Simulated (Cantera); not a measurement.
An adiabatic, constant-volume homogeneous reactor starts with 49.8 % CO, 4.29 % H₂, 11.8 % O₂, 34.1 % N₂, equivalence ratio 2.3, at 1275 K and 500000 Pa.

Detailed kinetics in Cantera: GRI-Mech 3.0 (53 species, 325 reactions). The hydrogen kinetics of GRI-Mech 3.0 are dated; newer H2 mechanisms differ, most at raised pressure. Above 3000 K some thermodynamic fits are extrapolated.

Task: Predict: time of steepest temperature rise; temperature at 0.200 s; equilibrium temperature; x(CO) at 0.200 s; x(H₂) at 0.200 s; x(O₂) at 0.200 s; x(HO₂) at 0.200 s; x(NO₂) at 0.200 s; x(CO₂) at 0.200 s.

Result: 
```
Quantity                                                             Value
---------------------------------  ---------------------------------------
time of steepest temperature rise                                  15.9 µs
temperature at 0.200 s                                              3087 K
equilibrium temperature                                             3087 K
x(CO) at 0.200 s                       0.355 (gas-phase equilibrium 0.355)
x(H₂) at 0.200 s                   0.00778 (gas-phase equilibrium 0.00778)
x(O₂) at 0.200 s                   0.00593 (gas-phase equilibrium 0.00593)
x(HO₂) at 0.200 s                  3.54e-6 (gas-phase equilibrium 3.54e-6)
x(NO₂) at 0.200 s                  1.86e-6 (gas-phase equilibrium 1.86e-6)
x(CO₂) at 0.200 s                      0.199 (gas-phase equilibrium 0.199)
```
